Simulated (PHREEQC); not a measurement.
## Buffer

Dissolve 6e-05 mol/kgw NaHSO4 and 0.00083 mol/kgw Na2B4O7 at 25 °C. Closed to the air; pH follows from the charge balance.

Computed with PHREEQC (ion-association model, wateq4f.dat).

- pH = 9.18
- ionic strength = 0.00178 mol/kgw
- total alkalinity = 1.60 meq/kg

| species | molality | activity | log γ |
|---|---|---|---|
| H3BO3 | 0.00174 | 0.00174 | 0.000 |
| Na+ | 0.00172 | 0.00164 | -0.020 |
| H2BO3- | 0.00158 | 0.00151 | -0.021 |
| SO4-2 | 5.96e-5 | 4.95e-5 | -0.081 |
| OH- | 1.59e-5 | 1.51e-5 | -0.021 |
| NaSO4- | 4.26e-7 | 4.07e-7 | -0.020 |

No solid was allowed to form.
